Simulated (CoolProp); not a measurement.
Vapour-liquid equilibrium of R114 (1) + R113 (2) at 53.55 °C; x and y are mole fractions of (1).

Values from CoolProp's multi-fluid Helmholtz-energy mixture model, Platzer 1990 and Marx 1992; pair parameters Bell 2016. This equation is an older, rougher fit; its heat capacities, sound speeds and derivatives of the liquid may be far off and weren't checked against measurements.

Q: Give the bubble pressure and the first vapour's composition at x = 0.35, 0.725, 0.95. Is there an azeotrope?

A: x = 0.35: 248.5 kPa, y = 0.661; x = 0.725: 386.3 kPa, y = 0.900; x = 0.95: 471.5 kPa, y = 0.984. No azeotrope shows between x = 0.05 and 0.95.

The pair parameters rest on a limited set of measurements; away from them the model extrapolates.
